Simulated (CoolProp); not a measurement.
Dimethyl carbonate along the isotherm 326.85 °C: fugacity coefficient from the reference equation and from simpler models built on Tc = 283.9 °C, pc = 4909 kPa, ω = 0.346; each cubic takes its own stable root.

Values from CoolProp's reference Helmholtz-energy equation of state, Zhou 2011.

```tsv
p (kPa)	phase	reference
155	gas	0.9915
242	gas	0.9867
376	gas	0.9794
586	gas	0.9680
912	gas	0.9504
1420	gas	0.9234
2210	gas	0.8819
3440	gas	0.8187
5360	supercritical	0.7222
8350	supercritical	0.5807
13000	supercritical	0.4437
20200	supercritical	0.3540
31500	supercritical	0.3064
49100	supercritical	0.3012
```

Question: How far does each simpler model (Redlich-Kwong, Soave-Redlich-Kwong, Peng-Robinson) lie from the reference over these 14 states: mean and median of the absolute difference, and the worst?

Answer: 
- Redlich-Kwong: mean 1.1 %, median 0.3 %, worst +6.5 % at 326.85 °C and 49100 kPa
- Soave-Redlich-Kwong: mean 3.6 %, median 0.6 %, worst +16.3 % at 326.85 °C and 49100 kPa
- Peng-Robinson: mean 0.8 %, median 0.6 %, worst -2.1 % at 326.85 °C and 5360 kPa
